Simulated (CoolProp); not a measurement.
Saturation properties of R1132(E).

The numbers come from the reference Helmholtz-energy equation of state, Akasaka 2024 in CoolProp.

| T (K) | p (kPa) | liquid density (kg/m³) | enthalpy of vaporisation (kJ/kg) | liquid cp (kJ/(kg K)) | vapour Z |
|---|---|---|---|---|---|
| 253.6 | 422.1 | 1059 | 274.6 | 1.683 | 0.9092 |
| 262.5 | 577.7 | 1034 | 264.3 | 1.706 | 0.8873 |
| 271.4 | 772.8 | 1008 | 253.4 | 1.739 | 0.8622 |
| 280.3 | 1013 | 979.6 | 241.6 | 1.782 | 0.8338 |
| 289.2 | 1305 | 949.4 | 228.8 | 1.841 | 0.8017 |
| 298.1 | 1655 | 916.7 | 214.7 | 1.919 | 0.7656 |
| 307 | 2070 | 880.5 | 198.9 | 2.029 | 0.7245 |
| 315.9 | 2558 | 839.6 | 180.8 | 2.191 | 0.6776 |
| 324.8 | 3127 | 792.1 | 159.6 | 2.456 | 0.6227 |
| 333.7 | 3787 | 733.7 | 133.1 | 2.991 | 0.5556 |
| 342.6 | 4555 | 650.9 | 95.39 | 4.918 | 0.4632 |
